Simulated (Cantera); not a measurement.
Gas mixture: CO₂ : CH₃OH = 0.29 : 0.24 (molar parts), at 1330 Pa, frozen composition.

Cantera's kinetic-theory transport with the Lennard-Jones parameters of GRI-Mech 3.0, ideal gas; thermal conductivity in the multicomponent form. Polar gases are described roughly by these parameters.

D: mixture-averaged diffusion coefficient of that species in the mixture.

```json
[
 {"T (K)": "400", "ρ (kg/m³)": "0.0155", "cp (J/kg/K)": "1188", "μ (µPa s)": "[?]", "λ (mW/m/K)": "26.4", "Pr": "0.750", "D (cm²/s) H₂O": "21.3", "D (cm²/s) C₂H₂": "15.8", "D (cm²/s) NO": "19.8"},
 {"T (K)": "500", "ρ (kg/m³)": "0.0124", "cp (J/kg/K)": "1331", "μ (µPa s)": "[?]", "λ (mW/m/K)": "36.6", "Pr": "0.747", "D (cm²/s) H₂O": "33.2", "D (cm²/s) C₂H₂": "24.1", "D (cm²/s) NO": "29.6"},
 {"T (K)": "600", "ρ (kg/m³)": "0.0103", "cp (J/kg/K)": "1462", "μ (µPa s)": "[?]", "λ (mW/m/K)": "47.5", "Pr": "0.745", "D (cm²/s) H₂O": "47.4", "D (cm²/s) C₂H₂": "33.6", "D (cm²/s) NO": "40.9"},
 {"T (K)": "700", "ρ (kg/m³)": "0.00884", "cp (J/kg/K)": "1573", "μ (µPa s)": "[?]", "λ (mW/m/K)": "58.4", "Pr": "0.743", "D (cm²/s) H₂O": "63.8", "D (cm²/s) C₂H₂": "44.4", "D (cm²/s) NO": "53.5"},
 {"T (K)": "800", "ρ (kg/m³)": "0.00773", "cp (J/kg/K)": "1666", "μ (µPa s)": "[?]", "λ (mW/m/K)": "69.2", "Pr": "0.741", "D (cm²/s) H₂O": "82.1", "D (cm²/s) C₂H₂": "56.4", "D (cm²/s) NO": "67.4"},
 {"T (K)": "900", "ρ (kg/m³)": "0.00687", "cp (J/kg/K)": "1745", "μ (µPa s)": "33.9", "λ (mW/m/K)": "79.8", "Pr": "0.740", "D (cm²/s) H₂O": "102", "D (cm²/s) C₂H₂": "69.4", "D (cm²/s) NO": "82.4"},
 {"T (K)": "1000", "ρ (kg/m³)": "0.00619", "cp (J/kg/K)": "1822", "μ (µPa s)": "[?]", "λ (mW/m/K)": "90.6", "Pr": "0.739", "D (cm²/s) H₂O": "124", "D (cm²/s) C₂H₂": "83.4", "D (cm²/s) NO": "98.6"}
]
```

Question: Fill in the missing entries.

Answer: 
- 400, μ (µPa s): 16.7
- 500, μ (µPa s): 20.6
- 600, μ (µPa s): 24.2
- 700, μ (µPa s): 27.6
- 800, μ (µPa s): 30.8
- 1000, μ (µPa s): 36.8
